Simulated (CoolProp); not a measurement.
Vapour-liquid equilibrium of ethane (1) + CHF3 (R23) (2) at -55.55 °C; x and y are mole fractions of (1).

The numbers come from the multi-fluid Helmholtz-energy mixture model, Bücker 2006 and Penoncello 2003; pair parameters Bell 2016 in CoolProp.

| x | bubble pressure, mixture model (bar) | bubble pressure, Raoult's law (bar) | y, mixture model | y, Raoult's law |
|---|---|---|---|---|
| 0.05 | 4.936 | 3.830 | 0.245 | 0.059 |
| 0.2 | … | 3.936 | 0.457 | 0.229 |
| 0.35 | 6.744 | 4.041 | … | 0.390 |
| 0.5 | … | 4.147 | 0.528 | 0.542 |
| 0.65 | … | 4.252 | … | 0.688 |
| 0.8 | … | 4.358 | … | 0.826 |
| 0.95 | 5.293 | 4.463 | 0.826 | 0.957 |

Problem. Complete the blanks.

Solution. 
- 0.2, bubble pressure, mixture model (bar): 6.415
- 0.35, y, mixture model: 0.506
- 0.5, bubble pressure, mixture model (bar): 6.809
- 0.65, bubble pressure, mixture model (bar): 6.773
- 0.65, y, mixture model: 0.555
- 0.8, bubble pressure, mixture model (bar): 6.466
- 0.8, y, mixture model: 0.621

The largest gap from Raoult's law is +66.9 % in bubble pressure, at x = 0.35. y crosses x between x = 0.5 and 0.65: the model has an azeotrope there.

Pair parameters are fitted to limited data, so mixtures are less certain than the pure fluids. With so large a gap from Raoult's law the liquid may split in two, which this calculation doesn't test in full.
